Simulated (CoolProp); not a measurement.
Diethyl ether along the isobar 13.1 MPa: density (kg/m³) from the reference equation and from simpler models built on Tc = 467.9 K, pc = 3.717 MPa, ω = 0.282; each cubic takes its own stable root.

Computed with CoolProp (reference Helmholtz-energy equation of state, Thol 2014).

| T (K) | phase | reference |
|---|---|---|
| 357.3 | liquid | 660.5 |
| 369.4 | liquid | 646.5 |
| 381.6 | liquid | 632.0 |
| 393.7 | liquid | 617.2 |
| 405.9 | liquid | 601.8 |
| 418 | liquid | 586.0 |
| 430.2 | liquid | 569.6 |
| 442.3 | liquid | 552.8 |
| 454.5 | liquid | 535.2 |
| 466.6 | liquid | 517.0 |
| 478.8 | supercritical | 498.0 |
| 490.9 | supercritical | 478.3 |
| 503.1 | supercritical | 457.8 |
| 515.3 | supercritical | 436.5 |
| 527.4 | supercritical | 414.8 |
| 539.6 | supercritical | 392.6 |

How far does each simpler model (Redlich-Kwong, Soave-Redlich-Kwong) lie from the reference over these 16 states: mean and median of the absolute difference, and the worst?


- Redlich-Kwong: mean 9.1 %, median 9.8 %, worst -10.0 % at 357.3 K and 13.1 MPa
- Soave-Redlich-Kwong: mean 9.2 %, median 8.8 %, worst -12.0 % at 539.6 K and 13.1 MPa
